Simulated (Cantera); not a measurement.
Diamond growth

A diamond (100) surface in a fixed gas of H2 with x(CH4) = 0.01, x(CH3) = 3.3e-05, at 998 K, 0.0207 atm; coverages are run to steady state.

Detailed kinetics in Cantera: the Harris–Goodwin 1993 mechanism for the reconstructed diamond (100) surface.

```csv
x(H),growth (µm/h),θ c6HH,θ c6H*,θ c6*H,θ c6**,θ c6HM
0.0001,0.0547,0.611,0.0162,0.333,0.00468,0.0259
0.00021,0.104,0.596,0.0169,0.348,0.00643,0.0240
0.00044,0.170,0.591,0.0174,0.357,0.00778,0.0190
0.00091,0.237,0.592,0.0177,0.364,0.00865,0.0129
0.0019,0.291,0.594,0.0179,0.368,0.00916,0.00760
0.004,0.326,0.596,0.0180,0.371,0.00944,0.00406
0.0083,0.346,0.597,0.0181,0.372,0.00958,0.00207
0.017,0.356,0.598,0.0182,0.373,0.00965,0.00104
0.036,0.361,0.598,0.0183,0.373,0.00970,0.000500
```
θ: site fractions in the mechanism's names (c6HH fully hydrogenated, c6H* and c6*H radical sites, c6** diradical, c6HM methylated).
